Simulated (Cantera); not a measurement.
Input (Python, Cantera):

```python
import numpy as np
import cantera as ct

gas = ct.Solution("gri30.yaml")
gas.TPX = 998, 55000, {'CO': 1, 'H2': 1.3, 'O2': 0.767, 'N2': 2.88}
reactor = ct.IdealGasConstPressureReactor(gas, energy="on", clone=False)
net = ct.ReactorNet([reactor])
net.rtol, net.atol = 1e-08, 1e-16
show = ['CO', 'H2', 'O2', 'NO', 'N2O', 'H2O', 'CO2']
times = np.geomspace(4e-06, 4, 11)

steps = ct.SolutionArray(gas, extra=["t"])
rows = []
print(f"{'t/s':>10s}{'T/K':>9s}{'P/Pa':>11s}" + "".join(f"{s:>11s}" for s in show))
for t in times:
    while net.time < t:
        t_next = net.step()
        steps.append(gas.state, t=t_next)
    rows.append([np.interp(t, steps.t, y) for y in (steps.T, steps.P, *steps(*show).X.T)])
    print(f"{t:10.3e}{rows[-1][0]:9.1f}{rows[-1][1]:11.4g}" + "".join(f"{x:11.3e}" for x in rows[-1][2:]))
rate = np.gradient(steps.T, steps.t)
print("integrator steps:", len(steps.t))
if steps.T.max() > steps.T[0] + 200:
    print(f"time of steepest temperature rise: {steps.t[rate.argmax()]:.4e} s")
gas.TPX = 998, 55000, {'CO': 1, 'H2': 1.3, 'O2': 0.767, 'N2': 2.88}
gas.equilibrate("HP")
print(f"equilibrium (HP): T = {gas.T:.1f} K  " + "  ".join(f"{s} {gas[s].X[0]:.3e}" for s in show))
```

Output:

```
       t/s      T/K       P/Pa         CO         H2         O2         NO        N2O        H2O        CO2
 4.000e-06    998.0    5.5e+04  1.682e-01  2.186e-01  1.290e-01  1.182e-24  1.919e-18  1.944e-11  5.177e-11
 1.592e-05    998.0    5.5e+04  1.682e-01  2.186e-01  1.290e-01  3.213e-23  2.129e-17  3.229e-10  2.409e-10
 6.340e-05    998.0    5.5e+04  1.682e-01  2.186e-01  1.290e-01  6.701e-21  4.941e-16  9.934e-09  2.215e-09
 2.524e-04    998.1    5.5e+04  1.682e-01  2.186e-01  1.289e-01  2.947e-14  1.167e-12  2.625e-05  3.820e-06
 1.005e-03   2487.0    5.5e+04  1.151e-01  4.632e-02  7.689e-03  2.058e-04  4.903e-08  1.782e-01  7.191e-02
 4.000e-03   2629.3    5.5e+04  1.135e-01  4.355e-02  4.085e-03  1.385e-03  9.415e-08  1.900e-01  7.574e-02
 1.592e-02   2624.2    5.5e+04  1.139e-01  4.400e-02  3.816e-03  3.023e-03  1.070e-07  1.898e-01  7.532e-02
 6.340e-02   2623.7    5.5e+04  1.140e-01  4.404e-02  3.793e-03  3.167e-03  1.086e-07  1.898e-01  7.528e-02
 2.524e-01   2623.7    5.5e+04  1.140e-01  4.404e-02  3.793e-03  3.167e-03  1.086e-07  1.898e-01  7.528e-02
 1.005e+00   2623.7    5.5e+04  1.140e-01  4.404e-02  3.793e-03  3.167e-03  1.086e-07  1.898e-01  7.528e-02
 4.000e+00   2623.7    5.5e+04  1.140e-01  4.404e-02  3.793e-03  3.167e-03  1.086e-07  1.898e-01  7.528e-02
integrator steps: 1497
time of steepest temperature rise: 4.0669e-04 s
equilibrium (HP): T = 2623.7 K  CO 1.140e-01  H2 4.404e-02  O2 3.793e-03  NO 3.167e-03  N2O 1.086e-07  H2O 1.898e-01  CO2 7.528e-02
```

Model: GRI-Mech 3.0 (53 species, 325 reactions), integrated in Cantera.
